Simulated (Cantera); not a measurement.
A Cantera script and its output.

```python
import numpy as np
import cantera as ct

gas = ct.Solution("gri30.yaml")
gas.TPX = 1725, 190000, {'CH4': 1, 'CO': 0.043, 'O2': 2.02, 'N2': 13.3, 'H2O': 1.3}
reactor = ct.IdealGasConstPressureReactor(gas, energy="on", clone=False)
net = ct.ReactorNet([reactor])
net.rtol, net.atol = 1e-08, 1e-16
show = ['CH4', 'CO', 'O2', 'CO2', 'CH2CO', 'CH2O']
times = np.geomspace(8e-06, 3, 14)

steps = ct.SolutionArray(gas, extra=["t"])
rows = []
print(f"{'t/s':>10s}{'T/K':>9s}{'P/Pa':>11s}" + "".join(f"{s:>11s}" for s in show))
for t in times:
    while net.time < t:
        t_next = net.step()
        steps.append(gas.state, t=t_next)
    rows.append([np.interp(t, steps.t, y) for y in (steps.T, steps.P, *steps(*show).X.T)])
    print(f"{t:10.3e}{rows[-1][0]:9.1f}{rows[-1][1]:11.4g}" + "".join(f"{x:11.3e}" for x in rows[-1][2:]))
rate = np.gradient(steps.T, steps.t)
print("integrator steps:", len(steps.t))
if steps.T.max() > steps.T[0] + 200:
    print(f"time of steepest temperature rise: {steps.t[rate.argmax()]:.4e} s")
gas.TPX = 1725, 190000, {'CH4': 1, 'CO': 0.043, 'O2': 2.02, 'N2': 13.3, 'H2O': 1.3}
gas.equilibrate("HP")
print(f"equilibrium (HP): T = {gas.T:.1f} K  " + "  ".join(f"{s} {gas[s].X[0]:.3e}" for s in show))
```

It prints:

```
       t/s      T/K       P/Pa        CH4         CO         O2        CO2      CH2CO       CH2O
 8.000e-06   1724.8    1.9e+05  5.656e-02  2.434e-03  1.143e-01  2.109e-07  1.160e-10  3.232e-06
 2.147e-05   1724.6    1.9e+05  5.642e-02  2.435e-03  1.143e-01  1.051e-06  1.767e-09  2.850e-05
 5.763e-05   1725.3    1.9e+05  5.549e-02  2.483e-03  1.139e-01  9.862e-06  2.307e-07  2.551e-04
 1.547e-04   1855.0    1.9e+05  2.690e-02  1.541e-02  9.087e-02  1.213e-03  5.179e-04  1.627e-03
 4.151e-04   2577.3    1.9e+05  8.922e-16  1.829e-02  1.187e-02  3.956e-02  5.656e-18  1.564e-10
 1.114e-03   2597.3    1.9e+05  9.544e-16  1.731e-02  1.075e-02  4.064e-02  5.177e-18  1.443e-10
 2.990e-03   2593.5    1.9e+05  1.014e-15  1.745e-02  1.011e-02  4.051e-02  5.389e-18  1.473e-10
 8.026e-03   2588.9    1.9e+05  1.087e-15  1.761e-02  9.415e-03  4.034e-02  5.636e-18  1.509e-10
 2.154e-02   2587.8    1.9e+05  1.106e-15  1.765e-02  9.243e-03  4.030e-02  5.700e-18  1.519e-10
 5.781e-02   2587.8    1.9e+05  1.107e-15  1.766e-02  9.241e-03  4.030e-02  5.701e-18  1.519e-10
 1.552e-01   2587.8    1.9e+05  1.107e-15  1.766e-02  9.241e-03  4.030e-02  5.701e-18  1.519e-10
 4.165e-01   2587.8    1.9e+05  1.107e-15  1.766e-02  9.241e-03  4.030e-02  5.701e-18  1.519e-10
 1.118e+00   2587.8    1.9e+05  1.107e-15  1.766e-02  9.241e-03  4.030e-02  5.701e-18  1.519e-10
 3.000e+00   2587.8    1.9e+05  1.107e-15  1.766e-02  9.241e-03  4.030e-02  5.701e-18  1.519e-10
integrator steps: 1762
time of steepest temperature rise: 1.6497e-04 s
equilibrium (HP): T = 2587.8 K  CH4 1.410e-15  CO 1.766e-02  O2 9.241e-03  CO2 4.030e-02  CH2CO 6.326e-18  CH2O 1.519e-10
```

Computed with Cantera and GRI-Mech 3.0 (53 species, 325 reactions).
